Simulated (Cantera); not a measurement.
Equilibrium for abatement and gas-phase synthesis: HCl + H2 + O2

Input: 1 mol HCl, 0.04 mol H2, 6 mol O2, held at 4.40 mbar.

Method: chemical equilibrium by Gibbs-energy minimisation in Cantera with the NASA 1993 tables (ideal gas, pure condensed phases). Candidate condensed phases: H2O; 14 gas species. Rates play no part.

```tsv
T (°C)	x O2	x O	x HCl	x Cl	x H	x H2O	x OH
1300	0.835	0.000144	0.103	0.0363	8.51e-7	0.0243	0.000388
1450	0.827	0.000779	0.0882	0.0518	9.97e-6	0.0311	0.00129
1600	0.816	0.00322	0.0727	0.0668	7.81e-5	0.0372	0.00351
1750	0.801	0.0107	0.0582	0.0802	0.000442	0.0413	0.00797
1900	0.774	0.0301	0.0450	0.0911	0.00191	0.0417	0.0155
2050	0.724	0.0728	0.0331	0.0989	0.00647	0.0371	0.0257
2200	0.640	0.153	0.0222	0.102	0.0173	0.0271	0.0355
2350	0.515	0.279	0.0128	0.101	0.0359	0.0145	0.0386
2500	0.362	0.443	0.00606	0.0942	0.0559	0.00507	0.0312
2650	0.216	0.605	0.00246	0.0857	0.0685	0.00121	0.0192
2800	0.111	0.725	0.000972	0.0788	0.0735	0.000238	0.00999
2950	0.0519	0.793	0.000411	0.0747	0.0752	4.66e-5	0.00491
```
x: gas mole fraction; nothing condenses.

From 1300 °C to 2950 °C nothing is condensed.
